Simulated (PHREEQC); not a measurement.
# Brine

Dissolve 1.3 mol Na2SO4 and 0.0017 mol H4SiO4 per kg of water at 25 °C. Closed to the air; pH follows from the charge balance.

Model: Pitzer model, pitzer.dat, run in PHREEQC.

No solid was allowed to form.

Predict the pH, osmotic coefficient, activity of water.

pH 6.53; osmotic coefficient 0.631; activity of water 0.957.

In brines, pH and single-ion activities rest on the MacInnes convention.
